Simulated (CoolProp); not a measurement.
Vapour-liquid equilibrium of CF4 (R14) (1) + R13 (2) at 168.8 K; x and y are mole fractions of (1).

Values from CoolProp's multi-fluid Helmholtz-energy mixture model, Platzer 1990 and Platzer 1990; pair parameters Bell 2016. This equation is an older, rougher fit; its heat capacities, sound speeds and derivatives of the liquid may be far off and weren't checked against measurements.

| x | bubble pressure (MPa) | y at the bubble point | dew pressure at overall composition x (MPa) | liquid density (mol/L) |
|---|---|---|---|---|
| 0.05 | 0.05276 | 0.551 | 0.02580 | ___ |
| 0.2 | 0.1262 | 0.834 | 0.03047 | 15.68 |
| 0.35 | 0.1870 | 0.902 | 0.03719 | 15.91 |
| 0.5 | 0.2401 | 0.936 | 0.04769 | 16.12 |
| 0.65 | ___ | ___ | 0.06635 | 16.32 |
| 0.8 | 0.3398 | 0.977 | 0.1085 | 16.50 |
| 0.95 | 0.3947 | 0.994 | 0.2692 | 16.65 |

Problem. Some entries are withheld; supply them.

Solution. 
- 0.05, liquid density (mol/L): 15.44
- 0.65, bubble pressure (MPa): 0.2897
- 0.65, y at the bubble point: 0.959

No azeotrope shows between x = 0.05 and 0.95.

The pair parameters rest on a limited set of measurements; away from them the model extrapolates.
